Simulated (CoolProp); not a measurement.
Properties of hexamethyldisiloxane (MM) along the isobar 2.8 MPa (Tc = 518.7 K, pc = 1.931 MPa, ω = 0.418).

The numbers come from the reference Helmholtz-energy equation of state, Thol 2016 in CoolProp.

```
T (K)          phase  density (kg/m³)  cv (kJ/(kg K))
-----  -------------  ---------------  --------------
416.5         liquid            631.3           1.838
433.7         liquid              ___           1.880
451           liquid            583.7           1.922
468.3         liquid              ___           1.965
485.6         liquid              ___           2.008
502.9         liquid            487.8             ___
520.1  supercritical              ___           2.104
537.4  supercritical            347.4           2.170
554.7  supercritical              ___           2.188
```

### Question
Complete the blanks.

### Answer

- 433.7, density (kg/m³): 608.5
- 468.3, density (kg/m³): 556.3
- 485.6, density (kg/m³): 525.2
- 502.9, cv (kJ/(kg K)): 2.053
- 520.1, density (kg/m³): 437.8
- 554.7, density (kg/m³): 216.2
